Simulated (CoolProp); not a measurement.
The fluid at 288.72 K and 3.22 MPa (gas) is heated at constant pressure to 344.2 K. The same conditions are run with several fluids, on thermodynamics alone (safety and materials aside).

Computed with CoolProp (reference Helmholtz-energy equation of state of each fluid (nitrous oxide: Lemmon 2006; CF4 (R14): Platzer 1990; methane: Setzmann 1991; nitrogen: Span 2000)). The equations of Platzer and Polt are older, rougher fits.

| fluid | heat (kJ/kg) | final density (kg/m³) |
|---|---|---|
| nitrous oxide | 65.7 | 56.0 |
| CF4 (R14) | 44.2 | 106 |
| methane | 136 | 18.6 |
| nitrogen | 60.3 | 31.4 |
